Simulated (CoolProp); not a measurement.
Vapour-liquid equilibrium of R152A (1) + R227EA (2) at 335.2 K; x and y are mole fractions of (1).

Model: multi-fluid Helmholtz-energy mixture model, Outcalt 1996 and Lemmon 2016; pair parameters Bell 2016, in CoolProp.

Task: Give the bubble pressure and the first vapour's composition at x = 0.05, 0.8, 0.95. Is there an azeotrope?

Result: x = 0.05: 1244 kPa, y = 0.055; x = 0.8: 1516 kPa, y = 0.826; x = 0.95: 1562 kPa, y = 0.956. No azeotrope shows between x = 0.05 and 0.95.

The pair parameters rest on a limited set of measurements; away from them the model extrapolates. The gap from Raoult's law changes sign with composition, which may be real or a fault of the pair parameters; it wasn't checked against measurements.
